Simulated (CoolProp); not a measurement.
Properties of R1336mzz(E) along the isotherm 364.4 K.

Values from CoolProp's reference Helmholtz-energy equation of state, Akasaka 2023.

```csv
p (bar),phase,speed of sound (m/s),fugacity coefficient
4.07,gas,?,0.9248
8.14,gas,118.3,0.8507
16.3,liquid,269.1,0.5980
20.4,liquid,279.6,0.4878
24.4,liquid,289.2,0.4161
28.5,liquid,298.4,?
32.6,liquid,307.1,?
36.6,liquid,?,?
40.7,liquid,323.2,0.2703
44.8,liquid,330.8,0.2505
48.9,liquid,338.1,0.2341
52.9,liquid,345.0,0.2206
57,liquid,351.8,0.2088
```

### Question
What belongs in the gaps?

### Answer

- 4.07, speed of sound (m/s): 130.2
- 28.5, fugacity coefficient: 0.3636
- 32.6, fugacity coefficient: 0.3243
- 36.6, speed of sound (m/s): 315.2
- 36.6, fugacity coefficient: 0.2946
